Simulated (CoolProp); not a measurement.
Vapour-liquid equilibrium of diethyl ether (1) + benzene (2) at 8.11 bar; x and y are mole fractions of (1).

Computed with CoolProp (multi-fluid Helmholtz-energy mixture model, Thol 2014 and Thol 2012; pair parameters Bell 2016).

Question: Give the bubble temperature and the first vapour's composition at x = 0.05, 0.8, 0.95. Is there an azeotrope?

Answer: x = 0.05: 435.7 K, y = 0.113; x = 0.8: 390.8 K, y = 0.915; x = 0.95: 384.7 K, y = 0.981. No azeotrope shows between x = 0.05 and 0.95.

The pair parameters rest on a limited set of measurements; away from them the model extrapolates.
